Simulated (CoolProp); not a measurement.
Vapour-liquid equilibrium of o-xylene (1) + n-undecane (2) at 467.5 K; x and y are mole fractions of (1).

Computed with CoolProp (multi-fluid Helmholtz-energy mixture model, Zhou 2012 and Aleksandrov 2011; pair parameters Bell 2016).

```tsv
x	bubble pressure (MPa)	y at the bubble point	dew pressure at overall composition x (MPa)	liquid density (mol/L)
0.05	0.1076	0.130	0.1013	3.935
0.15	0.1280	0.338	0.1092	4.130
0.25	0.1493	0.494	0.1185	4.342
0.35	0.1713	0.614	0.1294	4.572
0.45	0.1938	0.709	0.1426	4.823
0.55	0.2167	0.785	0.1589	5.099
0.65	0.2399	0.847	0.1793	5.403
0.75	0.2635	0.900	0.2057	5.740
0.85	0.2873	0.944	0.2411	6.115
0.95	0.3114	0.983	0.2907	6.534
```

No azeotrope shows between x = 0.05 and 0.95.

The pair parameters rest on a limited set of measurements; away from them the model extrapolates.
